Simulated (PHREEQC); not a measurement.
Dissolve 18 mmol/kgw Cu(NO3)2 and 1.1 mmol/kgw HCl at 25 °C. Closed to the air; pH follows from the charge balance.

All values are PHREEQC results (ion-association model, phreeqc.dat), not measurements.

```yaml
pH: 3.03
ionic_strength: 0.0551 mol/kgw
specific_conductance: 4110 µS/cm
density: 1.000 g/cm³
total_alkalinity: -1.10 meq/kg
```

| species | molality | activity | log γ |
|---|---|---|---|
| NO3- | 0.0360 | 0.0288 | -0.097 |
| Cu+2 | 0.0180 | 0.00846 | -0.327 |
| H+ | 0.00110 | 0.000935 | -0.071 |
| Cl- | 0.00108 | 0.000869 | -0.093 |
| CuCl+ | 2.44e-5 | 1.98e-5 | -0.091 |
| CuOH+ | 1.12e-7 | 9.04e-8 | -0.091 |
| CuCl2 | 9.12e-9 | 9.24e-9 | 0.006 |
| Cu2(OH)2+2 | 8.08e-9 | 3.58e-9 | -0.354 |

This is a speciation only: nothing precipitates in the calculation.
